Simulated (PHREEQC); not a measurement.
Synthetic water in mg/L, 50 °C, pH 6.76, pe 8.9:

```
constituent             mg/L
------------------  --------
Na                      3.15
K                   0.000975
Ca                      2.53
Mg                     0.216
Cl                      3.08
S(6) as SO4            0.516
Alkalinity as HCO3      11.3
Li                    0.0322
Zn                   0.00267
```

Valence states are taken as typed.

The numbers come from PHREEQC with the ion-association model, wateq4f.dat.

```
Property                        Result
--------------------  ----------------
ionic strength        0.000361 mol/kgw
charge-balance error             0.5 %
```

```csv
species,molality,activity,log γ
HCO3-,0.000185,0.000180,-0.010
Na+,0.000137,0.000134,-0.010
Cl-,8.69e-5,8.49e-5,-0.010
Ca+2,6.29e-5,5.74e-5,-0.039
CO2,6.06e-5,6.06e-5,0.000
Mg+2,8.84e-6,8.08e-6,-0.039
SO4-2,5.28e-6,4.82e-6,-0.039
Li+,4.64e-6,4.54e-6,-0.010
OH-,3.13e-7,3.05e-7,-0.010
H+,1.78e-7,1.74e-7,-0.010
CaHCO3+,1.71e-7,1.67e-7,-0.010
CO3-2,7.61e-8,6.95e-8,-0.039
CaSO4,6.86e-8,6.86e-8,0.000
Zn+2,3.82e-8,3.49e-8,-0.039
K+,2.49e-8,2.44e-8,-0.010
```

Precipitation was switched off in this run. Constants without temperature data keep their 25 °C values here.
